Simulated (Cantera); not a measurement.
Thermodynamics of carbon deposition, reforming and gasification, feed C + H2 + N2

Feed: 1 mol C, 3.3 mol H2, a varied amount of N2, held at 625 °C and 0.110 bar.

Equilibrium computed with Cantera from the NASA thermochemical tables; the gas is ideal and each condensed phase is pure. Candidate condensed phases: C, C6H6, C7H8, C8H18; 92 gas species. The numbers say what is thermodynamically allowed, not how fast it happens.

| n(N2) (mol) | log p N2 | log p H2 | log p CH4 | log p NH3 | log p HCN | log p C2H6 | log p C2H4 | log p CH3CN | n C(graphite) |
|---|---|---|---|---|---|---|---|---|---|
| 0.48 | -1.84 | -1.03 | -2.56 | -5.38 | -7.51 | -8.27 | -8.52 | -9.78 | 0.907 |
| 0.94 | -1.60 | -1.08 | -2.66 | -5.33 | -7.42 | -8.42 | -8.62 | -9.74 | 0.917 |
| 1.9 | -1.39 | -1.17 | -2.83 | -5.36 | -7.35 | -8.68 | -8.80 | -9.76 | 0.931 |
| 3.6 | -1.24 | -1.29 | -3.07 | -5.46 | -7.34 | -9.04 | -9.04 | -9.87 | 0.948 |
| 7.1 | -1.12 | -1.47 | -3.43 | -5.67 | -7.37 | -9.57 | -9.39 | -10.07 | 0.965 |
| 14 | -1.05 | -1.68 | -3.86 | -5.96 | -7.44 | -10.23 | -9.82 | -10.36 | 0.978 |
| 28 | -1.01 | -1.94 | -4.37 | -6.32 | -7.55 | -10.99 | -10.34 | -10.72 | 0.988 |
log p: log10 of the partial pressure in bar; n: condensed amount in mol.

From 0.48 mol N2 to 28 mol N2 the condensed part is C(graphite). The main C-bearing gas is CH4 throughout. The share of C in condensed phases is highest at 28 mol N2 (98.8 %) and lowest at 0.48 mol N2 (90.7 %).
